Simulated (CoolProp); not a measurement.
Saturation properties of chlorine (Tc = 416.9 K, pc = 76.42 bar, ω = 0.070).

The numbers come from the reference Helmholtz-energy equation of state, Thol 2021 in CoolProp.

```
T (K)  p (bar)  vapour density (kg/m³)  enthalpy of vaporisation (kJ/kg)  liquid cp (kJ/(kg K))
-----  -------  ----------------------  --------------------------------  ---------------------
306.6    9.690                   30.78                             241.1                  1.007
309.5    10.43                   33.05                             238.7                  1.013
312.3    11.18                   35.36                             236.3                  1.019
315.2      [?]                   37.88                               [?]                  1.025
318.1    12.85                   40.55                             231.1                  1.031
320.9    13.73                   43.26                             228.5                  1.038
323.8    14.67                   46.22                             225.8                  1.046
326.6    15.63                   49.23                             223.2                  1.053
329.5    16.67                   52.51                             220.3                  1.062
332.3    17.71                     [?]                             217.5                  1.070
```

Fill in the missing entries.


- 315.2, p (bar): 12.00
- 315.2, enthalpy of vaporisation (kJ/kg): 233.7
- 332.3, vapour density (kg/m³): 55.85

It boils at 239.2 K under 1 atm.
